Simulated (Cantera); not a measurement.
**Fe2O3 + CH4 + H2 (carbothermic reduction)**

A closed system holds: 1 mol Fe2O3, 5.9 mol CH4, 2.8 mol H2, held at 9.50 bar.

These are equilibrium values from Cantera (NASA tables, ideal gas, pure condensed phases), not measurements of a reactor. Candidate condensed phases: C, C6H6, C7H8, C8H18, Fe, Fe(CO)5, FeO, Fe(OH)2, Fe(OH)3, Fe2O3, Fe3O4, H2O; 114 gas species. Iron dissolves carbon and melts from about 1420 K in contact with it, which pure phases cannot show. Condensed phases not in the tables: cementite and carbon dissolved in iron. The numbers say what is thermodynamically allowed, not how fast it happens.

```csv
T (K),log p H2,log p CO,log p CH4,log p C2H2 (acetylene),log p H,n C(graphite),n Fe(γ),n Fe(δ),n Fe(l)
1623,0.89,0.21,-1.05,-3.57,-3.72,2.75,2.00,0,0
1698,0.89,0.21,-1.17,-3.25,-3.39,2.79,0,2.00,0
1773,0.89,0.21,-1.29,-2.96,-3.10,2.81,0,2.00,0
1848,0.89,0.21,-1.39,-2.70,-2.83,2.82,0,0,2.00
1923,0.89,0.21,-1.49,-2.45,-2.58,2.83,0,0,2.00
1998,0.89,0.21,-1.58,-2.23,-2.35,2.83,0,0,2.00
2073,0.89,0.21,-1.66,-2.02,-2.13,2.82,0,0,2.00
2148,0.89,0.21,-1.74,-1.82,-1.93,2.81,0,0,2.00
```
log p: log10 of the partial pressure in bar; n: condensed amount in mol.

At 1623 K the condensed part is C(graphite) + Fe(γ). From 1698 K to 1773 K the condensed part is C(graphite) + Fe(δ). From 1848 K to 2148 K the condensed part is C(graphite) + Fe(l). The main Fe-bearing gas is Fe throughout.
